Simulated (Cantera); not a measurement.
An isothermal, constant-pressure homogeneous reactor starts with NH₃ : N₂ = 1 : 0.18 (molar parts), at 2325 K and 0.0128 atm.

Model: the gas-phase N/H chemistry of the illustrative SiF4/NH3 mechanism in the Surface Chemkin manual (1991), integrated in Cantera. Walls and surfaces, which speed up NH3 decomposition in real reactors, are not modelled.

One state of this run: x NH₃ = 0.632; x N₂H₂ = 2.64e-5; x N₂H₄ = 1.26e-8; x H = 0.000397; x NH₂ = 0.00446; x N₂ = 0.191. x: mole fraction; the columns are a selection and need not sum to one.

Problem. Which value of t (s) does it belong to?
(A) 0.290
(B) 0.0210
(C) 0.00152
(D) 2.97e-5

Solution. B, 0.0210
